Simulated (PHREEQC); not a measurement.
Solution (20 °C): 0.16 mol/kgw NiSO4 and 0.021 mol/kgw NaH2PO4. Closed to the air; pH follows from the charge balance.

Model: ion-association model, wateq4f.dat, run in PHREEQC.

This is a speciation only: nothing precipitates in the calculation.

Task: Predict the pH.

Result: pH 4.59.

Task: In which forms is Na present?

Result: Na+ 91 %, NaSO4- 8.6 % of the Na.

The solution is supersaturated, for example in Ni3(PO4)2, so a real one may precipitate; this is no full list. Species that the database lacks are ignored. H3PO4, which wateq4f.dat lacks, is added to it with the constant of phreeqc.dat. The database has no phosphate complexes of Ni.
